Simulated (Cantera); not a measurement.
A freely propagating, adiabatic, planar premixed flame of 32.1 % H2, 12.4 % O2, 55.5 % N2, unburnt at 350 K and 1.00 bar; multicomponent transport, grid criteria slope 0.08 and curve 0.16, no radiation.

Cantera simulation using the H2/O2 subset of GRI-Mech 3.0, which has no nitrogen chemistry; the numbers are that mechanism's predictions, not measurements. Burning velocities carry a grid error of a few per cent, more on coarse grids.

Q: Predict: laminar burning velocity; thermal thickness; peak x(H2O2); peak x(OH); peak x(O); peak x(H).

A: 
```
Property                    Result
------------------------  --------
laminar burning velocity  298 cm/s
thermal thickness         0.363 mm
peak x(H2O2)               9.45e-5
peak x(OH)                 0.00888
peak x(O)                  0.00583
peak x(H)                   0.0556
```
